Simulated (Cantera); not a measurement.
Charge: 1 mol SiH₂Cl₂, 0.025 mol HCl, 19 mol N₂, held at 1050 °C and 1.33 mbar.

Equilibrium computed with Cantera from the NASA thermochemical tables; the gas is ideal and each condensed phase is pure. Candidate condensed phases: NH₄Cl, Si, Si₃N₄; 28 gas species. N₂ is the only nitrogen source here; it is nearly inert below about 1500 K, so the nitride shown seldom forms there in practice. The tables' values for SiCl₃ are old estimates; treat these amounts as uncertain. Equilibrium is a limit: real reactors are often held back by kinetics, nucleation or transport.

Base state: N₂ 0.904, HCl 0.0709, H₂ 0.0140, SiCl₂ 0.00808, SiCl₄ 0.00176, SiCl₃ 0.00161, Cl 2.18e-5, SiHCl₃ 1.76e-5 (mole fractions); condensed: Si₃N₄(s).

**Question.** What changes in the equilibrium state with this change: N₂ from 19 to 47 mol?

**Answer.** 
```
species         before     after
-------------  -------  --------
N₂               0.904     0.959
HCl             0.0709    0.0309
H₂              0.0140   0.00543
SiCl₂          0.00808   0.00381
SiHCl₃         1.76e-5   3.63e-6
SiCl₄          0.00176  0.000407
Si₃N₄(s), mol    0.255     0.257
```

**Question.** What changes in the equilibrium state with this change: HCl from 0.025 to 0.46 mol?

**Answer.** 
```json
[
 {"species": "N₂", "before": "0.904", "after": "0.886"},
 {"species": "HCl", "before": "0.0709", "after": "0.0835"},
 {"species": "H₂", "before": "0.0140", "after": "0.0170"},
 {"species": "SiCl₂", "before": "0.00808", "after": "0.00936"},
 {"species": "SiHCl₃", "before": "1.76e-5", "after": "2.41e-5"},
 {"species": "SiCl₄", "before": "0.00176", "after": "0.00233"},
 {"species": "SiCl₃", "before": "0.00161", "after": "0.00199"},
 {"species": "Si₃N₄(s), mol", "before": "0.255", "after": "0.238"}
]
```
